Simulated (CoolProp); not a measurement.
Saturation properties of tetradecamethylhexasiloxane (MD4M).

Values from CoolProp's reference Helmholtz-energy equation of state, Thol 2019.

```csv
T (K),p (MPa),liquid density (kg/m³),vapour Z
349.7,6.701e-5,836.7,0.9996
367,0.0002111,819.7,0.9990
384.3,0.0005780,802.6,0.9977
401.6,0.001404,785.3,0.9953
418.9,0.003082,767.7,0.9913
436.2,0.006199,749.8,0.9850
453.5,0.01157,731.4,0.9758
470.8,0.02027,712.4,0.9630
488.1,0.03360,692.8,0.9460
505.4,0.05312,672.4,0.9243
522.7,0.08064,651.0,0.8971
540,0.1182,628.3,0.8638
```

It boils at 532.8 K under 1 atm.
